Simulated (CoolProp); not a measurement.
Vapour-liquid equilibrium of R13 (1) + isobutane (2) at 224.6 K; x and y are mole fractions of (1).

Computed with CoolProp (multi-fluid Helmholtz-energy mixture model, Platzer 1990 and Bücker 2006; pair parameters Bell 2016). This equation is an older, rougher fit; its heat capacities, sound speeds and derivatives of the liquid may be far off and weren't checked against measurements.

```json
[
 {"x": "0.05", "bubble pressure, mixture model (kPa)": "57.59", "bubble pressure, Raoult's law (kPa)": "39.42", "y, mixture model": "0.692", "y, Raoult's law": "0.561"},
 {"x": "0.2", "bubble pressure, mixture model (kPa)": "152.3", "bubble pressure, Raoult's law (kPa)": "103.0", "y, mixture model": "0.894", "y, Raoult's law": "0.859"},
 {"x": "0.35", "bubble pressure, mixture model (kPa)": "___", "bubble pressure, Raoult's law (kPa)": "166.7", "y, mixture model": "0.934", "y, Raoult's law": "0.929"},
 {"x": "0.5", "bubble pressure, mixture model (kPa)": "___", "bubble pressure, Raoult's law (kPa)": "230.3", "y, mixture model": "0.954", "y, Raoult's law": "0.960"},
 {"x": "0.65", "bubble pressure, mixture model (kPa)": "318.8", "bubble pressure, Raoult's law (kPa)": "293.9", "y, mixture model": "0.967", "y, Raoult's law": "0.978"},
 {"x": "0.8", "bubble pressure, mixture model (kPa)": "365.7", "bubble pressure, Raoult's law (kPa)": "357.5", "y, mixture model": "0.980", "y, Raoult's law": "0.990"},
 {"x": "0.95", "bubble pressure, mixture model (kPa)": "420.9", "bubble pressure, Raoult's law (kPa)": "421.1", "y, mixture model": "___", "y, Raoult's law": "0.998"}
]
```

Problem. Complete the blanks.

Solution. 
- 0.35, bubble pressure, mixture model (kPa): 220.6
- 0.5, bubble pressure, mixture model (kPa): 273.0
- 0.95, y, mixture model: 0.994

The largest gap from Raoult's law is +47.9 % in bubble pressure, at x = 0.2. No azeotrope shows between x = 0.05 and 0.95.

The pair parameters rest on a limited set of measurements; away from them the model extrapolates.
